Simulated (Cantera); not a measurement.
# Ignition delay

Mixture: CH4 : O2 : N2 : H2O = 1 : 2.27 : 8.55 : 0.68 (molar parts), equivalence ratio 0.88, at 1.00 bar, adiabatic and at constant volume. Ignition delay is the time to a rise of 400 K.

Detailed kinetics in Cantera: GRI-Mech 3.0 (53 species, 325 reactions).

```tsv
T0 (K)	delay (ms)
1248	24.1
1298	12.5
1348	6.66
1398	3.66
1448	2.08
1498	1.22
```

The apparent activation energy between 1398 and 1498 K is 190 kJ/mol.
